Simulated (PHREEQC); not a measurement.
Make-up at 6.8 °C and 10 atm: 0.027 mol KOH, 4.2e-05 mol H4SiO4 and 0.027 mol Na2CO3 per kg of water. Closed to the air; pH follows from the charge balance.

Computed with PHREEQC (Pitzer model, pitzer.dat).

The pH is 12.98. The ionic strength is 0.108 mol/kgw and the specific conductance comes out as 6850 µS/cm. The density is 1.005 g/cm³. The osmotic coefficient comes out as 0.887 and the total alkalinity is 81.0 meq/kg.

```tsv
species	molality	activity	log γ
Na+	0.0540	0.0412	-0.117
K+	0.0270	0.0209	-0.112
OH-	0.0270	0.0210	-0.108
CO3-2	0.0270	0.00967	-0.445
HCO3-	4.18e-5	3.49e-5	-0.078
H3SiO4-	2.95e-5	2.19e-5	-0.129
H2SiO4-2	1.24e-5	3.81e-6	-0.514
H4SiO4	3.14e-8	3.17e-8	0.004
```

This is a speciation only: nothing precipitates in the calculation. At this temperature some constants are extrapolated from 25 °C, and those without enthalpy data are left unchanged.
